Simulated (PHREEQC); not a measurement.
**City or well water: an equilibrium model**

A made-up water analysis in mg/kgw, 25 °C, pH 6.95, pe 0.8:

```json
[
 {"constituent": "Na", "mg/kgw": "23.9"},
 {"constituent": "K", "mg/kgw": "0.0478"},
 {"constituent": "Ca", "mg/kgw": "15.7"},
 {"constituent": "Mg", "mg/kgw": "2.91"},
 {"constituent": "Cl", "mg/kgw": "9.4"},
 {"constituent": "S(6) as SO4", "mg/kgw": "65.4"},
 {"constituent": "Alkalinity as HCO3", "mg/kgw": "21"},
 {"constituent": "Li", "mg/kgw": "0.00218"}
]
```

Valence states are taken as typed.

The numbers come from PHREEQC with the ion-association model, phreeqc.dat.

Precipitation was switched off in this run.

Problem. Predict the specific conductance, charge-balance error.

Solution. specific conductance 229 µS/cm; charge-balance error 2.4 %.

Problem. In which forms is Ca present?

Solution. Ca+2 93 %, CaSO4 6.6 % of the Ca.
